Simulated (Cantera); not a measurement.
An adiabatic, constant-volume homogeneous reactor starts with 3.18 % CH4, 0.248 % C2H6, 0.889 % C3H8, 20.1 % O2, 75.6 % N2, equivalence ratio 0.58, at 1775 K and 5250 Torr.

Computed with Cantera and GRI-Mech 3.0 (53 species, 325 reactions). GRI-Mech 3.0 was tuned for natural gas; its chemistry of propane as a main component is partial and can be far from experiment.

**Question.** Predict: time of steepest temperature rise; temperature at 0.800 s; equilibrium temperature; x(H2O) at 0.800 s.

**Answer.** 
| Quantity | Value |
|---|---|
| time of steepest temperature rise | 4.48 µs |
| temperature at 0.800 s | 2909 K |
| equilibrium temperature | 2909 K |
| x(H2O) at 0.800 s | 0.0909 (gas-phase equilibrium 0.0909) |
